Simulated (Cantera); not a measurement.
**Thermodynamics of aluminium nitride and oxide growth, feed Al + N2O + N2**

A closed system holds: 1 mol Al, 1.4 mol N2O, 1.2 mol N2, equilibrated at 24.0 mbar.

These are equilibrium values from Cantera (NASA tables, ideal gas, pure condensed phases), not measurements of a reactor. Candidate condensed phases: Al, AlN, Al2O3; 16 gas species. Mutual solubility and eutectic melting of coexisting phases are not modelled. Condensed phases not in the tables: aluminium oxynitride. The numbers say what is thermodynamically allowed, not how fast it happens.

```tsv
T (K)	x N2	x Al	x Al2O	x AlO	x Al2	x Al2O2	x N	x NO	n AlN(s)	n Al2O3(s)
1075	1.00	<1e-12	<1e-12	<1e-12	<1e-12	<1e-12	<1e-12	<1e-12	0.0667	0.467
1175	1.00	<1e-12	<1e-12	<1e-12	<1e-12	<1e-12	<1e-12	<1e-12	0.0667	0.467
1275	1.00	1.98e-12	<1e-12	<1e-12	<1e-12	<1e-12	<1e-12	<1e-12	0.0667	0.467
1375	1.00	1.59e-10	<1e-12	<1e-12	<1e-12	<1e-12	<1e-12	<1e-12	0.0667	0.467
1475	1.00	7.00e-9	1.21e-10	<1e-12	<1e-12	<1e-12	<1e-12	<1e-12	0.0667	0.467
1575	1.00	1.89e-7	8.14e-9	1.05e-11	<1e-12	<1e-12	2.44e-12	1.37e-12	0.0667	0.467
1675	1.000	3.42e-6	3.27e-7	2.74e-10	<1e-12	<1e-12	2.16e-11	9.92e-12	0.0667	0.467
1775	1.000	4.45e-5	8.57e-6	4.90e-9	5.44e-11	3.45e-11	1.50e-10	5.74e-11	0.0665	0.467
1875	0.999	0.000439	0.000157	6.43e-8	2.83e-9	8.99e-10	8.50e-10	2.75e-10	0.0650	0.467
1975	0.994	0.00342	0.00213	6.47e-7	9.80e-8	1.67e-8	4.03e-9	1.12e-9	0.0504	0.465
```
x: gas mole fraction; n: condensed amount in mol.

From 1075 K to 1975 K the condensed part is AlN(s) + Al2O3(s).
